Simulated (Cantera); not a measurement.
Feed: 1 mol Al, 0.64 mol HCl, 1.1 mol H2, held at 2000 Pa.

Cantera equilibrium calculation (NASA polynomials, part measured and part estimated; ideal gas, pure solids and liquids). Candidate condensed phases: Al, AlCl3; 12 gas species. Equilibrium is a limit: real reactors are often held back by kinetics, nucleation or transport.

Over these rows the condensed part is Al(l). Partial pressures as log10 of bar:

```
T (K)  1000/T (1/K)  log p AlCl3  log p H2  log p AlCl
-----  ------------  -----------  --------  ----------
1425         0.7018        -5.81     -1.86       -2.21
1500         0.6667        -6.49     -1.86       -2.21
1575         0.6349        -7.11     -1.86       -2.21
1650         0.6061            ?     -1.86       -2.21
1725         0.5797        -8.19     -1.87       -2.21
1800         0.5556        -8.69     -1.88       -2.23
```

Fit log p(AlCl3) = a + b·(1000/T) to the five rows, give the apparent enthalpy, and predict the row at 1650 K.

Means: 1000/T = 0.6277, log p = -7.258. Sxy = 0.286298, Sxx = 0.0145661, so b = 19.66 and a = -7.258 − (19.66)×0.6277 = -19.60.
Apparent enthalpy: −19.145 × (19.66) = -376 kJ/mol. With the condensed phases at unit activity, 3 AlCl(g) = AlCl3(g) + 2 Al(l) links this pressure to the main gases: over the six rows their terms move log p by -0.06 in all, so the slope is close to that reaction's ΔH°. The five rows lie within 0.01 of the line.
Prediction at 1650 K: -19.60 + (19.66)×0.6061 = -7.68. The computed value is -7.67, 0.01 from the line.
